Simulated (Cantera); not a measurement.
Input: 1 mol CH3SiH3, 0.011 mol C2H2, 1500 mol H2, held at 1325 K and 75.0 Torr.

Cantera equilibrium calculation (NASA polynomials, part measured and part estimated; ideal gas, pure solids and liquids). Candidate condensed phases: C, C6H6, C7H8, C8H18, Si, SiC; 87 gas species. The feed counts by its element totals alone. Rates play no part.

Base state: H2 1.000, CH4 1.47e-5 (mole fractions); condensed: SiC(s).

Q: What changes in the equilibrium state with this change: CH3SiH3 replaced by SiF4?

A: 
```
species       before     after
-----------  -------  --------
H2             1.000     0.999
SiF4               0  0.000394
HF                 0  0.000332
SiHF3              0  0.000140
SiF3               0   8.59e-5
SiH2F2             0   2.36e-5
SiF2               0   1.51e-5
CH4          1.47e-5   8.33e-6
SiC(s), mol    1.000   0.00949
```
The tables' values for SiF3, SiF2 are old estimates; treat these amounts as uncertain.

Q: What changes in the equilibrium state with this change: temperature from 1325 K to 2050 K?

A: 
```json
[
 {"species": "H2", "before": "1.000", "after": "0.993"},
 {"species": "H", "before": "5.17e-6", "after": "0.00715"},
 {"species": "Si", "before": "<1e-9", "after": "0.000157"},
 {"species": "C2H2 (acetylene)", "before": "<1e-9", "after": "0.000110"},
 {"species": "SiH", "before": "<1e-9", "after": "2.99e-5"},
 {"species": "SiH2", "before": "1.79e-8", "after": "2.82e-5"},
 {"species": "CH4", "before": "1.47e-5", "after": "1.19e-5"},
 {"species": "SiC(s), mol", "before": "1.000", "after": "0.657"}
]
```
Gases not in the tables: Si2H6 and higher silanes.

Q: What changes in the equilibrium state with this change: temperature from 1325 K to 2148.15 K?

A: 
```csv
species,before,after
H2,1.000,0.986
H,5.17e-6,0.0131
Si,<1e-9,0.000481
C2H2 (acetylene),<1e-9,0.000312
SiH,<1e-9,7.41e-5
Si2C,<1e-9,2.29e-5
SiH2,1.79e-8,5.01e-5
"SiC(s), mol",1.000,0
```
Gases not in the tables: Si2H6 and higher silanes.
